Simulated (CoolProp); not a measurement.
Vapour-liquid equilibrium of R114 (1) + n-hexane (2) at 774 kPa; x and y are mole fractions of (1).

The numbers come from the multi-fluid Helmholtz-energy mixture model, Platzer 1990 and Thol 2019; pair parameters Bell 2016 in CoolProp. This equation is an older, rougher fit; its heat capacities, sound speeds and derivatives of the liquid may be far off and weren't checked against measurements.

Give the bubble temperature and the first vapour's composition at x = 0.35, 0.8, 0.95. Is there an azeotrope?

x = 0.35: 377.0 K, y = 0.715; x = 0.8: 352.6 K, y = 0.935; x = 0.95: 346.9 K, y = 0.984. No azeotrope shows between x = 0.05 and 0.95.

Pair parameters are fitted to limited data, so mixtures are less certain than the pure fluids.
